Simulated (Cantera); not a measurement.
Charge: 1 mol B₂O₃, 2 mol N₂, 8.9 mol H₂, at 1877 °C and 19.0 Pa.

Equilibrium computed with Cantera from the NASA thermochemical tables; the gas is ideal and each condensed phase is pure. Candidate condensed phases: B, BN, B₂O₃, B₃O₃H₃, H₂O; 39 gas species. Kinetics and transport are ignored.

Base state: H₂ 0.494, H 0.215, N₂ 0.144, BO 0.0630, HBO₂ 0.0396, H₂O 0.0155, B₂O₃ 0.0132, HBO 0.0114 (mole fractions); condensed: gas only.

**Question.** What changes in the equilibrium state with this change: temperature from 1877 °C to 1325 °C?

**Answer.** 
| species | before | after |
|---|---|---|
| H₂ | 0.494 | 0.716 |
| N₂ | 0.144 | 0.168 |
| B₂O₃ | 0.0132 | 0.0508 |
| H | 0.215 | 0.00327 |
| BO | 0.0630 | 0.00239 |
| H₂O | 0.0155 | 0.000963 |
| HBO | 0.0114 | 0.0230 |
| HBO₂ | 0.0396 | 0.0321 |
| O | 0.000267 | <1e-9 |
| NO | 1.98e-5 | 1.22e-9 |
| OH | 0.000869 | 1.71e-7 |
| BO₂ | 0.00269 | 6.99e-6 |
| B₂O₂ | 0.000583 | 0.00430 |

**Question.** What changes in the equilibrium state with this change: temperature from 1877 °C to 1402 °C?

**Answer.** 
```tsv
species	before	after
H₂	0.494	0.709
N₂	0.144	0.167
B₂O₃	0.0132	0.0473
H	0.215	0.00709
BO	0.0630	0.00504
H₂O	0.0155	0.00145
HBO	0.0114	0.0244
HBO₂	0.0396	0.0348
O	0.000267	5.69e-9
NO	1.98e-5	6.07e-9
OH	0.000869	7.04e-7
BO₂	0.00269	2.06e-5
```
